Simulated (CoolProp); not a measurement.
Isohexane along the isobar 0.905 MPa: fugacity coefficient from the reference equation and from simpler models built on Tc = 224.6 °C, pc = 3.043 MPa, ω = 0.280; each cubic takes its own stable root.

The numbers come from the reference Helmholtz-energy equation of state, Lemmon 2006 in CoolProp. It is a short technical equation, of lower accuracy than the large ones.

```csv
T (°C),phase,reference,Soave-Redlich-Kwong,Peng-Robinson
140.35,liquid,0.7005,0.7180,0.7020
152.65,gas,0.8245,0.8339,0.8231
164.85,gas,0.8413,0.8482,(withheld)
177.05,gas,0.8560,0.8611,0.8505
189.35,gas,0.8689,0.8728,0.8623
201.55,gas,0.8803,0.8832,0.8729
213.85,gas,0.8905,0.8928,0.8826
226.05,gas,0.8995,0.9014,0.8914
238.35,gas,0.9077,0.9093,0.8995
250.55,gas,0.9150,0.9165,(withheld)
262.85,gas,0.9216,0.9231,(withheld)
275.05,gas,0.9276,0.9291,0.9198
```

**Question.** Some entries are withheld; supply them.

**Answer.** 
- 164.85, Peng-Robinson: 0.8375
- 250.55, Peng-Robinson: 0.9068
- 262.85, Peng-Robinson: 0.9136
